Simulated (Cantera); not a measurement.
Input: 1 mol SiCl₄, 1.6 mol CH₄, 37 mol H₂, 0.75 mol C₃H₈, held at 30.0 mbar.

Equilibrium computed with Cantera from the NASA thermochemical tables; the gas is ideal and each condensed phase is pure. Candidate condensed phases: C, C₆H₆, C₇H₈, C₈H₁₈, Si, SiC; 109 gas species. The numbers say what is thermodynamically allowed, not how fast it happens.

Over these rows the condensed part is C(graphite) + SiC(s). Partial pressures as log10 of bar:

| T (K) | 1000/T (1/K) | log p SiCl₄ | log p H₂ | log p HCl |
|---|---|---|---|---|
| 1150 | 0.8696 | -5.35 | -1.56 | -2.58 |
| 1200 | 0.8333 | -5.73 | -1.56 | -2.58 |
| 1250 | 0.8000 | ? | -1.56 | -2.58 |
| 1300 | 0.7692 | -6.42 | -1.56 | -2.58 |
| 1350 | 0.7407 | -6.73 | -1.56 | -2.58 |
| 1400 | 0.7143 | -7.01 | -1.56 | -2.58 |

**Question.** Fit log p(SiCl₄) = a + b·(1000/T) to the five rows, give the apparent enthalpy, and predict the row at 1250 K.

**Answer.** Means: 1000/T = 0.7854, log p = -6.248. Sxy = 0.178934, Sxx = 0.0166998, so b = 10.71 and a = -6.248 − (10.71)×0.7854 = -14.66.
Apparent enthalpy: −19.145 × (10.71) = -205 kJ/mol. With the condensed phases at unit activity, SiC(s) + 4 HCl(g) = SiCl₄(g) + C(graphite) + 2 H₂(g) links this pressure to the main gases: over the six rows their terms move log p by +0.00 in all, so the slope is close to that reaction's ΔH°. The five rows lie within 0.01 of the line.
Prediction at 1250 K: -14.66 + (10.71)×0.8000 = -6.09. The computed value is -6.09, 0.00 from the line.
